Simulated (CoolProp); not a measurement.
Vapour-liquid equilibrium of CH2F2 (R32) (1) + propylene (2) at 322.8 K; x and y are mole fractions of (1).

Values from CoolProp's multi-fluid Helmholtz-energy mixture model, Tillner-Roth 1997 and Lemmon 2013; pair parameters Bell 2016.

```csv
x,bubble pressure (MPa),y at the bubble point,dew pressure at overall composition x (MPa),liquid density (mol/L)
0.05,2.259,0.107,2.137,10.94
0.125,2.542,0.226,2.299,11.02
0.2,2.778,0.316,2.476,11.10
0.275,2.974,0.389,2.668,11.19
0.35,3.134,0.451,2.869,11.32
0.425,3.264,0.507,3.069,11.48
0.5,3.365,0.561,3.248,11.71
0.575,3.436,0.613,3.388,12.03
0.65,3.478,0.665,3.469,12.46
0.725,3.486,0.720,3.485,13.01
0.8,3.457,0.780,3.438,13.70
0.875,3.382,0.848,3.342,14.52
0.95,3.248,0.931,3.213,15.47
```

y crosses x between x = 0.65 and 0.725: the model has an azeotrope there.

The pair parameters rest on a limited set of measurements; away from them the model extrapolates.
